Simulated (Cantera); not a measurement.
Charge: 1 mol MgO, 0.14 mol HI, 0.58 mol O₂, held at 1348 K and 7.90 bar.

Method: chemical equilibrium by Gibbs-energy minimisation in Cantera with the NASA 1993 tables (ideal gas, pure condensed phases). Candidate condensed phases: H₂O, I₂, Mg, MgI₂, MgO, Mg(OH)₂; 20 gas species. Rates play no part.

Question: What is the equilibrium state?

Answer: 
- x(O₂): 0.773
- x(H₂O): 0.0992
- x(I₂): 0.0704
- x(I): 0.0576
- x(HI): 0.000103
- x(OH): 1.48e-5
- n(MgO(s)): 1.00 mol
- gas amount: 0.7053 mol
- log10 activity of I₂(l) (absent): -2.50
- log10 activity of MgI₂(l) (absent): -9.05
- log10 activity of Mg(l) (absent): -17.94
